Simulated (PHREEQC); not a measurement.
A solution holds 0.02 mol NH4HF2, 5e-05 mol H2SiF6 and 0.061 mol HCl per kg of water, at 25 °C. Closed to the air; pH follows from the charge balance.

All values are PHREEQC results (ion-association model, phreeqc.dat), not measurements.

This is a speciation only: nothing precipitates in the calculation.

What pH, ionic strength does the model give?

pH 1.45; ionic strength 0.0622 mol/kgw.

In which forms is F present?

HF 96 %, F- 2.3 %, SiF6-2 0.7 %, HF2- 0.7 % of the F.

SiF6-2 is the database's only silicon fluoride.
